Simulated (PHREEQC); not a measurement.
PHREEQC input (Pitzer model, pitzer.dat):

```
SOLUTION 1
  temp 20
  units mol/kgw
  pH 7 charge
  S(6) 0.235
  Mg 0.065
  Na 0.34
END
USE solution 1
INCREMENTAL_REACTIONS false
REACTION 1
  H2O -1
  0 9.886 18.011 24.689 30.178 34.689 38.397 41.444
  43.949 46.007 47.699 49.089 50.232 51.172 51.944 52.578
  53.1 moles
EQUILIBRIUM_PHASES 1
  Bloedite 0 0
  Brucite 0 0
  Epsomite 0 0
  Hexahydrite 0 0
  Kieserite 0 0
  Mirabilite 0 0
  Thenardite 0 0
SELECTED_OUTPUT 1
  -reset false
  -pH true
  -pe true
  -ionic_strength true
  -water true
  -activities H2O
  -totals Mg Na S
  -molalities H+ Na+ Mg+2 SO4-2 OH- HSO4- MgOH+
  -equilibrium_phases Bloedite Brucite Epsomite Hexahydrite Kieserite Mirabilite Thenardite
PRINT
  -reset false
END
```

Selected output (columns that matter, 17 of 17 rows; water left (kg) added in front):

```
water left (kg)	pH	mu	Mg	Na	S	m_H+	m_Na+	m_Mg+2	m_SO4-2	m_OH-	la_H2O	Epsomite	Mirabilite
1	7.1361	0.77	0.065	0.34	0.235	1.3431e-07	0.34	0.065	0.235	1.7176e-07	-0.003507	0	0
0.821894	7.1251	0.93686	0.079086	0.41368	0.28593	1.4236e-07	0.41368	0.079085	0.28592	1.7416e-07	-0.0041979	0	0
0.675514	7.1112	1.1399	0.096223	0.50332	0.34788	1.5163e-07	0.50332	0.096223	0.34788	1.7562e-07	-0.0050226	0	0
0.555203	7.0939	1.3869	0.11707	0.61239	0.42327	1.6226e-07	0.61239	0.11707	0.42327	1.7594e-07	-0.0060074	0	0
0.456313	7.0727	1.6874	0.14245	0.7451	0.515	1.7432e-07	0.7451	0.14245	0.515	1.7486e-07	-0.0071852	0	0
0.375043	7.0472	2.0531	0.17331	0.90656	0.62659	1.8785e-07	0.90656	0.17331	0.62659	1.7212e-07	-0.0085986	0	0
0.30824	7.0163	2.4981	0.21087	1.103	0.76239	2.0276e-07	1.103	0.21087	0.76239	1.6741e-07	-0.010306	0	0
0.253345	6.9792	3.0393	0.25657	1.342	0.92759	2.1876e-07	1.342	0.25657	0.92759	1.6046e-07	-0.012388	0	0
0.208215	6.9344	3.6981	0.31218	1.6329	1.1286	2.3526e-07	1.6329	0.31218	1.1286	1.5096e-07	-0.014967	0	0
0.171138	6.8799	4.4993	0.37981	1.9867	1.3732	2.5112e-07	1.9867	0.37981	1.3732	1.3876e-07	-0.018223	0	0
0.140655	6.8135	5.4744	0.46212	2.4173	1.6708	2.6447e-07	2.4173	0.46212	1.6708	1.2382e-07	-0.022439	0	0
0.113227	6.731	6.4497	0.57407	2.7689	1.9585	2.7974e-07	2.7689	0.57407	1.9585	1.0865e-07	-0.026742	0	0.01324
0.0856926	6.6262	7.173	0.75852	2.7593	2.1382	3.1184e-07	2.7593	0.75852	2.1382	9.7703e-08	-0.029294	0	0.051774
0.062995	6.4897	8.2343	1.0318	2.738	2.4008	3.4624e-07	2.738	1.0318	2.4008	8.6174e-08	-0.033543	0	0.083761
0.0443351	6.2958	9.9153	1.4661	2.7006	2.8164	3.7464e-07	2.7006	1.4661	2.8164	7.2915e-08	-0.041738	0	0.11013
0.029186	5.9828	12.935	2.2271	2.6848	3.5695	3.5929e-07	2.6848	2.2271	3.5695	5.5244e-08	-0.062061	0	0.13082
0.0102748	5.8741	14.063	2.4982	2.7139	3.8551	3.3619e-07	2.7139	2.4982	3.8551	4.9704e-08	-0.071811	0.039332	0.15606
```

Species that the database lacks are ignored.
